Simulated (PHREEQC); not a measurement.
Consider water at 20 °C and 100 atm with 0.32 mol/kgw Pb(NO3)2, 0.62 mol/kgw NaNO3 and 0.0083 mol/kgw Cu(NO3)2. Closed to the air; pH follows from the charge balance.

The numbers come from PHREEQC with the ion-association model, phreeqc.dat.

### Question
The ionic strength comes out as 1.08 mol/kgw. What activity coefficients do NO3-, PbOH+, PbNO3+, Na+, H+ get?

### Answer
NO3- 0.55, PbOH+ 0.81, PbNO3+ 0.81, Na+ 0.74, H+ 0.74.

Precipitation was switched off in this run. Ionic strength above about 0.7 mol/kgw puts this run outside the model's range. Under pressure, the constants of complexes without a molar volume in the database are unreliable.
